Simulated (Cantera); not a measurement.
Charge: 1 mol SiO₂, 0.65 mol CH₄, 20 mol N₂, equilibrated at 0.210 bar.

Cantera equilibrium calculation (NASA polynomials, part measured and part estimated; ideal gas, pure solids and liquids). Candidate condensed phases: C, C₆H₆, C₇H₈, C₈H₁₈, H₂O, Si, SiC, SiO₂, Si₂N₂O, Si₃N₄; 151 gas species. N₂ is the only nitrogen source here; it is nearly inert below about 1500 K, so the nitride shown seldom forms there in practice. Mutual solubility and eutectic melting of coexisting phases are not modelled. The tables hold silica as quartz up to 1696 K and as liquid above; real silica turns to tridymite and cristobalite and melts near 1996 K. The numbers say what is thermodynamically allowed, not how fast it happens.

Problem. Which condensed phases are stable at each of these points (T (°C)): 652, 702, 752, 802, 852, 902, 952, 1002, 1052, 1102?

Solution. 
```tsv
T (°C)	condensed phases	Si condensed (%)
652	C(graphite) + SiO₂(β-quartz) + Si₂N₂O(s)	100.0
702	C(graphite) + SiO₂(β-quartz) + Si₂N₂O(s)	100.0
752	C(graphite) + SiO₂(β-quartz) + Si₂N₂O(s)	100.0
802	C(graphite) + SiO₂(β-quartz) + Si₂N₂O(s)	100.0
852	C(graphite) + SiO₂(β-quartz) + Si₂N₂O(s)	100.0
902	C(graphite) + SiO₂(β-quartz) + Si₂N₂O(s)	100.0
952	SiO₂(β-quartz) + Si₂N₂O(s)	100.0
1002	SiO₂(β-quartz) + Si₂N₂O(s)	100.0
1052	SiO₂(β-quartz) + Si₂N₂O(s)	100.0
1102	SiO₂(β-quartz) + Si₂N₂O(s)	100.0
```

From 652 °C to 902 °C the condensed part is C(graphite) + SiO₂(β-quartz) + Si₂N₂O(s). From 952 °C to 1102 °C the condensed part is SiO₂(β-quartz) + Si₂N₂O(s).
